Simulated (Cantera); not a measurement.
A closed system holds: 1 mol CH3Cl, a varied amount of Si, at 1052 °C and 0.0100 bar.

Cantera equilibrium calculation (NASA polynomials, part measured and part estimated; ideal gas, pure solids and liquids). Candidate condensed phases: C, C6H6, C7H8, C8H18, Si, SiC; 109 gas species. Mutual solubility and eutectic melting of coexisting phases are not modelled. Kinetics and transport are ignored.

**Question.** What share of the Si ends up in condensed phases as a function of n(Si) (mol), at 0.16, 0.19, 0.24, 0.3, 0.38, 0.47, 0.59, 0.73, 0.92, 1.1, 1.4, 1.8?

**Answer.** 
```csv
n(Si) (mol),Si condensed (%),as
0.16,83.9,SiC(s)
0.19,86.5,SiC(s)
0.24,89.3,SiC(s)
0.3,91.4,SiC(s)
0.38,93.2,SiC(s)
0.47,94.5,SiC(s)
0.59,95.6,SiC(s)
0.73,96.5,SiC(s)
0.92,97.2,SiC(s)
1.1,90.9,SiC(s)
1.4,79.7,Si(s) + SiC(s)
1.8,84.2,Si(s) + SiC(s)
```
